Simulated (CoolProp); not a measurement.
A single-stage vapour-compression cycle with the fluid: evaporating at 315.15 K (dew point), condensing at 385.15 K (bubble point), superheat 10 K, subcooling 5 K, compressor efficiency 0.65, no pressure losses. The same conditions are run with several fluids, on thermodynamics alone (safety and materials aside).

The numbers come from the reference Helmholtz-energy equation of state of each fluid (R141b: Lemmon 2006; trans-2-butene: Lemmon 2005; cyclopentane: Gedanitz 2015; dimethyl carbonate: Zhou 2011; sulfur dioxide: Gao 2016; n-perfluoropentane: Gao 2022) in CoolProp.

Rank R141b, trans-2-butene, cyclopentane, dimethyl carbonate, sulfur dioxide, n-perfluoropentane by cooling COP, highest first.

dimethyl carbonate (2.41), cyclopentane (2.32), R141b (2.25), sulfur dioxide (2.14), trans-2-butene (1.97), n-perfluoropentane (0.969)

```json
[
 {"fluid": "R141b", "pressure ratio": "6.18", "discharge temperature (K)": "411.4", "refrigerating effect (kJ/kg)": "145", "volumetric capacity (kJ/m³)": "933"},
 {"fluid": "trans-2-butene", "pressure ratio": "4.89", "discharge temperature (K)": "403.2", "refrigerating effect (kJ/kg)": "208", "volumetric capacity (kJ/m³)": "1840"},
 {"fluid": "cyclopentane", "pressure ratio": "6.91", "discharge temperature (K)": "409.3", "refrigerating effect (kJ/kg)": "273", "volumetric capacity (kJ/m³)": "577"},
 {"fluid": "dimethyl carbonate", "pressure ratio": "11.8", "discharge temperature (K)": "417.5", "refrigerating effect (kJ/kg)": "295", "volumetric capacity (kJ/m³)": "163"},
 {"fluid": "sulfur dioxide", "pressure ratio": "5.28", "discharge temperature (K)": "506.0", "refrigerating effect (kJ/kg)": "246", "volumetric capacity (kJ/m³)": "4270"},
 {"fluid": "n-perfluoropentane", "pressure ratio": "6.36", "discharge temperature (K)": "385.2", "refrigerating effect (kJ/kg)": "20.1", "volumetric capacity (kJ/m³)": "362"}
]
```

The compression ends wet for: n-perfluoropentane.
